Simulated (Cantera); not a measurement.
Standard-state values (1 bar) from the NASA 1993 polynomials, evaluated with Cantera. Values are per mole of reaction as written; species without (g) are pure solids or liquids, kept so even where they would boil at 1 bar.

4 Li + O2(g) = 2 Li2O, with ΔH° = -1197.4 kJ and ΔS° = -245.9 J/K at 300 K.

Task: How far is the shortcut ΔG° ≈ ΔH°(300 K) − T·ΔS°(300 K) from the full temperature-dependent value at 425, 500, 575, 650, 725, 800, 875, 950, 1025 K?

Result: 
```json
[
 {"T (K)": "425", "shortcut (kJ)": "-1092.9", "full (kJ)": "-1092.6", "difference (kJ)": "-0.4", "difference in log10 K": "0.05", "condensed phases": "Li(s), Li2O(s)"},
 {"T (K)": "500", "shortcut (kJ)": "-1074.5", "full (kJ)": "-1072.4", "difference (kJ)": "-2.1", "difference in log10 K": "0.22", "condensed phases": "Li(l), Li2O(s)"},
 {"T (K)": "575", "shortcut (kJ)": "-1056.1", "full (kJ)": "-1051.4", "difference (kJ)": "-4.7", "difference in log10 K": "0.43", "condensed phases": "Li(l), Li2O(s)"},
 {"T (K)": "650", "shortcut (kJ)": "-1037.6", "full (kJ)": "-1030.3", "difference (kJ)": "-7.3", "difference in log10 K": "0.59", "condensed phases": "Li(l), Li2O(s)"},
 {"T (K)": "725", "shortcut (kJ)": "-1019.2", "full (kJ)": "-1009.2", "difference (kJ)": "-10.0", "difference in log10 K": "0.72", "condensed phases": "Li(l), Li2O(s)"},
 {"T (K)": "800", "shortcut (kJ)": "-1000.7", "full (kJ)": "-988.2", "difference (kJ)": "-12.6", "difference in log10 K": "0.82", "condensed phases": "Li(l), Li2O(s)"},
 {"T (K)": "875", "shortcut (kJ)": "-982.3", "full (kJ)": "-967.2", "difference (kJ)": "-15.1", "difference in log10 K": "0.90", "condensed phases": "Li(l), Li2O(s)"},
 {"T (K)": "950", "shortcut (kJ)": "-963.9", "full (kJ)": "-946.4", "difference (kJ)": "-17.5", "difference in log10 K": "0.96", "condensed phases": "Li(l), Li2O(s)"},
 {"T (K)": "1025", "shortcut (kJ)": "-945.4", "full (kJ)": "-924.8", "difference (kJ)": "-20.6", "difference in log10 K": "1.05", "condensed phases": "Li(l), Li2O(s)"}
]
```
The shortcut ignores heat capacities and the phase changes listed.
